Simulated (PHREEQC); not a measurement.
PHREEQC input (ion-association model, wateq4f.dat):

```
SOLUTION_MASTER_SPECIES
  An  An-  0  An  62.0  # stands for a non-complexing anion
SOLUTION_SPECIES
  An- = An-
    -log_k 0
    -gamma 3.0 0
PHASES
  Fix_H+
    H+ = H+
    -log_k 0
SOLUTION 1
  temp 25
  units mmol/kgw
  pH 7 charge
  S(6) 0.14
  Na 2.48
  F 1.2
  An 1
END
SELECTED_OUTPUT 1
  -reset false
  -pH true
  -pe true
  -ionic_strength true
  -water true
  -totals F Na S S(-2) S(6)
  -molalities Hfo_wOH Hfo_wOH2+ Hfo_wO- Hfo_sOH Hfo_sOH2+ Hfo_sO- Hfo_wF Hfo_wOHF- Hfo_wSO4- Hfo_wOHSO4-2
  -saturation_indices Mirabilite
USER_PUNCH 1
  -headings sigma psi
  10 PUNCH EDL("sigma", "Hfo"), EDL("psi", "Hfo")
PRINT
  -reset false
USE solution 1
SURFACE 1
  Hfo_wOH 0.000651685 600 0.29
  Hfo_sOH 1.62921e-05
EQUILIBRIUM_PHASES 1
  Fix_H+ -4 HAn 10
    -force_equality true
  O2(g) -0.68 10
END
# ... the last block is repeated for the other 16 points of pH, with NaOH or the acid as the point needs
```

Selected output (columns that matter, 15 of 17 rows; pH added in front):

```
pH	mu	F	Na	S	m_Hfo_wOH	m_Hfo_wOH2+	m_Hfo_wO-	m_Hfo_sOH	m_Hfo_sOH2+	m_Hfo_sO-	m_Hfo_wF	si_Mirabilite	sigma	psi
4	0.0026356	0.00085671	0.00248	2.5764e-05	9.0012e-06	0.00018516	1.0024e-08	7.5526e-07	1.5536e-05	8.4112e-10	0.00031924	-8.8401	0.02901	0.11694
4.5	0.0025699	0.00087355	0.00248	3.6597e-05	2.2253e-05	0.00019953	5.6857e-08	1.6343e-06	1.4654e-05	4.1756e-09	0.00027836	-8.6836	0.024301	0.10869
5	0.0025586	0.00090445	0.00248	5.2589e-05	5.1278e-05	0.00021718	2.7736e-07	3.1087e-06	1.3166e-05	1.6815e-08	0.00021641	-8.5252	0.019695	0.098383
5.5	0.0025685	0.00094439	0.00248	7.3926e-05	0.00010515	0.00022373	1.1321e-06	5.191e-06	1.1045e-05	5.5891e-08	0.00014793	-8.3774	0.015452	0.086491
6.5	0.0026022	0.0010416	0.00248	0.00011777	0.00028641	0.00017379	1.0813e-05	9.9067e-06	6.0114e-06	3.7401e-07	4.4605e-05	-8.1761	0.0086	0.059568
7	0.0026126	0.0010944	0.00248	0.00013127	0.00037893	0.00013382	2.4581e-05	1.1489e-05	4.0575e-06	7.4529e-07	1.9612e-05	-8.1293	0.0057692	0.043896
7.5	0.0026163	0.0011417	0.00248	0.00013764	0.0004442	0.00010295	4.3906e-05	1.2244e-05	2.8378e-06	1.2103e-06	7.5852e-06	-8.1089	0.0030544	0.025138
8	0.0026156	0.0011742	0.00248	0.00013957	0.00047866	8.531e-05	6.1526e-05	1.2468e-05	2.222e-06	1.6025e-06	2.6585e-06	-8.1028	0.00026969	0.0023088
8.5	0.0026131	0.0011904	0.00248	0.00013994	0.00049277	7.6414e-05	7.2798e-05	1.2505e-05	1.9392e-06	1.8474e-06	8.7738e-07	-8.1016	-0.0028645	-0.023694
9	0.0026292	0.0011967	0.0024999	0.00013999	0.00049746	7.0772e-05	8.0103e-05	1.2501e-05	1.7785e-06	2.0129e-06	2.8152e-07	-8.095	-0.0070112	-0.051058
9.5	0.00266	0.0011989	0.0025363	0.00014	0.00049811	6.506e-05	8.7365e-05	1.2475e-05	1.6294e-06	2.188e-06	8.9276e-08	-8.0832	-0.013267	-0.07844
10.5	0.002987	0.0011998	0.0028877	0.00014	0.00048813	4.6823e-05	0.00011658	1.2206e-05	1.1708e-06	2.9151e-06	8.7265e-09	-7.9791	-0.03973	-0.12967
11	0.0037455	0.0011999	0.0036729	0.00014	0.00046662	3.2766e-05	0.00015223	1.1667e-05	8.1924e-07	3.8061e-06	2.6195e-09	-7.7883	-0.067939	-0.15123
11.5	0.006162	0.0012	0.006139	0.00014	0.00040845	1.6887e-05	0.00022632	1.0212e-05	4.222e-07	5.6581e-06	7.1184e-10	-7.3888	-0.11906	-0.1672
12	0.014099	0.0012	0.014165	0.00014	0.00027794	4.7969e-06	0.00036893	6.9486e-06	1.1992e-07	9.2234e-06	1.4699e-10	-6.7651	-0.20699	-0.17433
```
